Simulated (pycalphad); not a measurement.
CALPHAD calculation (pycalphad, COST 507 light-alloy database (1999)), 1 atm. These are 1990s assessments: newer ones move some temperatures and phases.

Molar enthalpy of Al-3.66Si (at.%) in equilibrium (SER reference):

```
T (°C)  H (kJ/mol)              phases
------  ----------  ------------------
1577         58.69              liquid
1502         56.32              liquid
1427         53.95              liquid
1352         51.58              liquid
1277         49.21              liquid
1202         46.85              liquid
1127         44.48              liquid
1052         42.11              liquid
977          39.74              liquid
902          37.37              liquid
827          35.00              liquid
752          32.64              liquid
677          30.27              liquid
652          29.48              liquid
602          20.94        fcc + liquid
577          16.00  fcc + diamond (Si)
552          15.08  fcc + diamond (Si)
527          14.20  fcc + diamond (Si)
452          11.71  fcc + diamond (Si)
377           9.41  fcc + diamond (Si)
302           7.24  fcc + diamond (Si)
227           5.17  fcc + diamond (Si)
```

Cooling from 652 °C to 577 °C, across the freezing range, releases 13.5 kJ/mol, or 499 J/g. The slope is 32 J/(mol K) in the liquid and 37 J/(mol K) just below the solidus, where it includes any heat of precipitation. Liquidus 637 °C, solidus 577 °C. Changes were sought between steps of 25 K, so a narrower field can be missed.
